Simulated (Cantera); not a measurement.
Dilute partial oxidation

An isothermal, constant-pressure homogeneous reactor starts with CH2O : O2 : N2 = 0.0027 : 0.0044 : 1 (molar parts), at 1048 K and 1.00 bar.

Detailed kinetics in Cantera: GRI-Mech 3.0 (53 species, 325 reactions).

```
t (s)       x CH2O     x O2     x N2O      x CO  x C2H2
--------  --------  -------  --------  --------  ------
3.00e-6    0.00268  0.00437    <1e-12  1.42e-10  <1e-12
1.06e-5    0.00268  0.00437    <1e-12  8.15e-10  <1e-12
3.74e-5    0.00268  0.00437    <1e-12   4.07e-9  <1e-12
0.000132   0.00268  0.00437    <1e-12   1.72e-8  <1e-12
0.000467   0.00268  0.00437    <1e-12   7.62e-8  <1e-12
0.00165    0.00268  0.00437    <1e-12   4.99e-7  <1e-12
0.00583    0.00267  0.00436  3.12e-12   9.86e-6  <1e-12
0.0206     0.00151  0.00397  2.26e-10   0.00116  <1e-12
0.0727    1.11e-12  0.00231   1.08e-7   0.00123  <1e-12
0.257       <1e-12  0.00189   2.23e-7  0.000403  <1e-12
0.907       <1e-12  0.00172   2.94e-7   6.56e-5  <1e-12
3.21        <1e-12  0.00169   3.14e-7   5.52e-6  <1e-12
11.3        <1e-12  0.00169   2.94e-7   1.88e-7  <1e-12
40.0        <1e-12  0.00169   2.18e-7   1.38e-9  <1e-12
```
x: mole fraction; the columns are a selection and need not sum to one.

Equilibrium at this temperature and pressure: CH2O <1e-12, O2 0.00169, N2O 4.61e-10, CO 1.90e-11, C2H2 <1e-12 (gas phase only).
